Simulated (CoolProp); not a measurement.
The numbers come from the reference Helmholtz-energy equation of state, Lemmon 2006 in CoolProp. It is a short technical equation, of lower accuracy than the large ones.

Give the vapour pressure (MPa), enthalpy of vaporisation (kJ/kg), liquid cp (kJ/(kg K)), surface tension (mN/m) of saturated neopentane at 376.8, 385.3 K.


| T (K) | p (MPa) | enthalpy of vaporisation (kJ/kg) | liquid cp (kJ/(kg K)) | surface tension (mN/m) |
|---|---|---|---|---|
| 376.8 | 1.20 | 218 | 2.94 | 3.83 |
| 385.3 | 1.41 | 204 | 3.06 | 3.15 |

Surface tension comes from a separate correlation (Mulero 2014).
